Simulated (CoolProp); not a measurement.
Vapour-liquid equilibrium of R22 (1) + dimethyl ether (2) at 183.8 K; x and y are mole fractions of (1).

Computed with CoolProp (multi-fluid Helmholtz-energy mixture model, Kamei 1995 and Wu 2011; pair parameters Bell 2016).

Give the bubble pressure and the first vapour's composition at x = 0.55, 0.65, 0.95. Is there an azeotrope?

x = 0.55: 0.002140 MPa, y = 0.766; x = 0.65: 0.002632 MPa, y = 0.888; x = 0.95: 0.004791 MPa, y = 0.998. y crosses x between x = 0.25 and 0.35: the model has an azeotrope there.

Pair parameters are fitted to limited data, so mixtures are less certain than the pure fluids.
